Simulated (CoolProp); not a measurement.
A Linde-Hampson liquefier for ethane: isothermal reversible compression at 320 K from 1 atm to 10 MPa, throttling to 1 atm, return gas leaving the recuperator 10 K below the feed. Each further row changes one setting.

Model: reference Helmholtz-energy equation of state, Bücker 2006, in CoolProp.

```
case                        liquid yield per pass  compression work (kJ/kg of gas)
--------------------------  ---------------------  -------------------------------
as stated                                   0.418                              338
high pressure 20 MPa                        0.451                              366
warm-end temperature 350 K                  0.270                              395
warm-end gap 15 K                           0.410                              338
```
